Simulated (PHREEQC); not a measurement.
Consider water at 25 °C with 61 mmol/kgw Al2(SO4)3. It is in equilibrium with CO2 at log p = -1 (atm). Otherwise closed; pH follows from the charge balance.

Computed with PHREEQC (ion-association model, wateq4f.dat).

**Question.** The ionic strength comes out as 0.189 mol/kgw. What activity coefficients do HSO4-, Al(SO4)2-, HCO3-, SO4-2, Al(OH)2+ get?

**Answer.** HSO4- 0.73, Al(SO4)2- 0.73, HCO3- 0.75, SO4-2 0.30, Al(OH)2+ 0.75.

This is a speciation only: nothing precipitates in the calculation. Saturation is exceeded, for instance for Basaluminite, Gibbsite (slow to form); the values hold only as long as no solid forms. Species that the database lacks are ignored.
